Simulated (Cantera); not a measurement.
Input: 1 mol CO₂, 0.068 mol SO₂, 3.4 mol H₂, at 0.100 bar.

Cantera equilibrium calculation (NASA polynomials, part measured and part estimated; ideal gas, pure solids and liquids). Candidate condensed phases: C, C₆H₆, C₇H₈, C₈H₁₈, H₂O, H₂SO₄, S; 123 gas species. Rates play no part.

log p: log10 of the partial pressure in bar; nothing condenses.

```
T (K)  log p H₂O  log p H₂  log p CH₄  log p CO  log p CO₂  log p H₂S
-----  ---------  --------  ---------  --------  ---------  ---------
500        -1.23     -2.46      -1.57     -5.47      -2.10      -2.62
550        -1.26         ?      -1.60         ?          ?      -2.63
600        -1.31     -1.79      -1.66     -3.90      -1.98      -2.65
650        -1.40     -1.57      -1.75     -3.27      -1.90      -2.68
700        -1.51     -1.41      -1.90     -2.73      -1.85      -2.71
750        -1.64     -1.31      -2.14     -2.31      -1.86      -2.75
800        -1.75     -1.25      -2.55     -2.04      -1.92      -2.79
850        -1.78     -1.23      -3.18     -1.92      -1.99      -2.81
900        -1.77     -1.23      -3.91     -1.87      -2.04      -2.81
950        -1.75     -1.24      -4.60     -1.83      -2.09      -2.81
1000       -1.73     -1.24          ?     -1.81      -2.14      -2.81
1050       -1.71     -1.25      -5.80     -1.79      -2.19      -2.81
1100       -1.70     -1.25      -6.33     -1.77      -2.23      -2.82
```

### Question
Some entries are withheld; supply them.

### Answer

- 550, log p H₂: -2.08
- 550, log p CO: -4.63
- 550, log p CO₂: -2.05
- 1000, log p CH₄: -5.23
